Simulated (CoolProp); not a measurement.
Saturation properties of n-perfluoropentane (Tc = 147.9 °C, pc = 2.063 MPa, ω = 0.436).

The numbers come from the reference Helmholtz-energy equation of state, Gao 2022 in CoolProp.

```tsv
T (°C)	p (MPa)	liquid density (kg/m³)	vapour density (kg/m³)	enthalpy of vaporisation (kJ/kg)	liquid cp (kJ/(kg K))
10.85	0.04881	…	6.155	95.90	1.020
13.55	0.05471	1642	…	95.16	1.025
16.25	0.06116	1633	7.615	94.41	1.030
18.95	0.06820	1625	8.442	93.65	1.036
21.65	0.07587	1616	9.338	92.88	1.041
24.25	0.08387	1607	10.27	92.13	1.046
26.95	0.09288	1598	…	91.35	1.052
29.65	0.1026	…	12.45	90.55	1.057
32.35	0.1131	1580	13.66	89.73	1.063
35.05	0.1245	1571	14.97	88.91	1.068
37.75	0.1367	1562	16.38	88.07	1.073
40.45	0.1498	1552	17.89	87.22	1.079
43.15	0.1639	1543	19.51	86.36	1.085
45.75	0.1784	1533	21.18	85.51	1.090
48.45	0.1945	1524	23.03	84.62	1.096
```

**Question.** Some entries are withheld; supply them.

**Answer.** 
- 10.85, liquid density (kg/m³): 1650
- 13.55, vapour density (kg/m³): 6.854
- 26.95, vapour density (kg/m³): 11.32
- 29.65, liquid density (kg/m³): 1589

It boils at 29.3 °C under 1 atm.
